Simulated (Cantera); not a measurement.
## Thermodynamics of silicon carbide growth, feed SiH4 + C3H8 + H2

Charge: 1 mol SiH4, 0.035 mol C3H8, 1 mol H2, held at 2673 K and 1.00 bar.

Method: chemical equilibrium by Gibbs-energy minimisation in Cantera with the NASA 1993 tables (ideal gas, pure condensed phases). Candidate condensed phases: C, C6H6, C7H8, C8H18, Si, SiC; 87 gas species. Mutual solubility and eutectic melting of coexisting phases are not modelled. Gases not in the tables: Si2H6 and higher silanes. Kinetics and transport are ignored.

The x(H2) is 0.923, the x(H) comes out as 0.0492 and the x(Si) is 0.0159. The x(Si2C) is 0.00344. The x(SiH) is 0.00316 and the x(C2H2 (acetylene)) is 0.00242. The x(SiH2) is 0.00169 and the x(SiC2) comes out as 0.000804. The x(Si2) comes out as 0.000538 and the n(Si(l)) is 0.830 mol. The n(SiC(s)) comes out as 0.0720 mol and the gas amount comes out as 3.295 mol. The log10 activity of C(graphite) (absent) is -0.46.
